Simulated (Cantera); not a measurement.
A closed system holds: 1 mol Si, 0.47 mol H2O, 250 mol H2, held at 2248 K.

Method: chemical equilibrium by Gibbs-energy minimisation in Cantera with the NASA 1993 tables (ideal gas, pure condensed phases). Candidate condensed phases: H2O, Si, SiO2; 18 gas species. Gases not in the tables: Si2H6 and higher silanes. Rates play no part.

Q: Which condensed phases are stable at each of these points (P (Pa)): 0.100, 1, 10, 100, 1000, 10000, 100000, 1000000?

A: 
| P (Pa) | condensed phases | Si condensed (%) |
|---|---|---|
| 0.100 | gas only | 0.0 |
| 1 | gas only | 0.0 |
| 10 | gas only | 0.0 |
| 100 | gas only | 0.0 |
| 1000 | gas only | 0.0 |
| 10000 | gas only | 0.0 |
| 100000 | Si(l) | 22.5 |
| 1000000 | Si(l) | 40.2 |

From 0.100 Pa to 0.100 bar nothing is condensed. From 1.00 bar to 10.0 bar the condensed part is Si(l).
